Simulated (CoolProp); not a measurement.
Properties of carbon monoxide at several states (Tc = 132.9 K, pc = 3.498 MPa, ω = 0.050).

Model: reference Helmholtz-energy equation of state, Lemmon 2006, in CoolProp. It is a short technical equation, of lower accuracy than the large ones.

| T (K) | p (MPa) | phase | density (kg/m³) | cv (kJ/(kg K)) | Joule-Thomson coefficient (K/MPa) | isothermal compressibility (1/MPa) | expansivity (1/kK) |
|---|---|---|---|---|---|---|---|
| 392.4 | 0.0106 | gas | 0.09100 | 0.7497 | 1.342 | 94.34 | 2.549 |
| 299.6 | 0.0116 | gas | 0.1304 | 0.7435 | 2.535 | 86.21 | 3.339 |
| 418.4 | 0.0726 | gas | 0.5844 | 0.7530 | 1.109 | 13.77 | 2.392 |
